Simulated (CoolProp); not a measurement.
Values from CoolProp's reference Helmholtz-energy equation of state, Lemmon 2006. It is a short technical equation, of lower accuracy than the large ones.

Problem. For nitrous oxide, give the phase and the speed of sound (m/s), isothermal compressibility (1/MPa) at 9.65 °C and 4.71 MPa; 71.75 °C and 4.71 MPa; 164.85 °C and 4.71 MPa.

Solution. 
- 9.65 °C and 4.71 MPa: liquid; speed of sound 502, isothermal compressibility 0.0124
- 71.75 °C and 4.71 MPa: gas; speed of sound 259, isothermal compressibility 0.262
- 164.85 °C and 4.71 MPa: gas; speed of sound 310, isothermal compressibility 0.228
